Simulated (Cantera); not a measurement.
A Cantera script and what it prints.

```python
import numpy as np
import cantera as ct

gas_names = [...]  # 118 gases of nasa_gas.yaml made of C, Cl, F, H
cond_names = """
    C(gr) C6H6(L) C7H8(L) C8H18(L),n-octa
""".split()


# ... load() reads the species with a 1 bar reference pressure and builds the phases ...
atoms = {
    'CF4': {'C': 1, 'F': 4},
    'HCl': {'H': 1, 'CL': 1},
}
top_T = {'C(gr)': 4500}  # K; cautious upper limits of use, not melting points


# ... equilibrate(T, P, feed) seeds the gas with the atoms and calls Mixture.equilibrate('TP', solver="vcs", rtol=1e-11, max_steps=5000) ...
results = []
feed = {'CF4': 1, 'HCl': 0.17}  # mol
T = 2875  # K
for P in [1, 5.2, 27, 140, 720, 3700, 19000, 100000]:
    mix = equilibrate(T, P, feed)
    results.append((T, P, feed, dict(zip(mix.species_names, mix.species_moles))))

top = {s: max(r[3][s] / sum(r[3][g] for g in gas_names) for r in results) for s in gas_names}
cols = sorted((s for s in top if top[s] > 0.001), key=lambda s: -top[s])[:7]
seen = [c for c in cond_names if any(r[3].get(c, 0) > 1e-12 for r in results)]
print("log10 of partial pressures in bar; condensed amounts in mol")
print(f"{'P/Pa':>10s}" + "".join(f"{s[:9]:>10s}" for s in cols + seen))
for T, P, feed, n in results:
    ng = sum(n[g] for g in gas_names)
    print(f"{P:10.4g}" + "".join(f"{np.log10(max(n[s] / ng * P / 1e5, 1e-99)):10.3f}" for s in cols)
          + "".join(f"{n.get(c, 0):10.4g}" for c in seen))
```

It prints:

```
log10 of partial pressures in bar; condensed amounts in mol
      P/Pa         F       CF2       CF4         C        HF        CL        CF     C(gr)
         1    -5.117   -10.170   -19.765    -5.831    -7.394    -6.482    -7.168         0
       5.2    -4.385    -8.275   -16.405    -5.401    -6.105    -5.738    -6.006         0
        27    -3.663    -6.536   -13.223    -5.105    -5.096    -4.999    -4.988         0
       140    -2.956    -4.886   -10.159    -4.868    -4.288    -4.267    -4.044         0
       720    -2.250    -3.439    -7.298    -4.834    -3.521    -3.517    -3.304    0.3689
      3700    -1.614    -2.168    -4.756    -4.834    -2.749    -2.748    -2.669    0.1178
   1.9e+04    -0.965    -1.277    -2.568    -5.241    -1.985    -1.986    -2.426         0
     1e+05    -0.377    -0.643    -0.758    -5.784    -1.133    -1.140    -2.381         0
```

Cantera equilibrium calculation (NASA polynomials, part measured and part estimated; ideal gas, pure solids and liquids). The tables' values for C2F4 are old estimates; treat these amounts as uncertain. Gases not in the tables: C2F6 and larger saturated fluorocarbons.
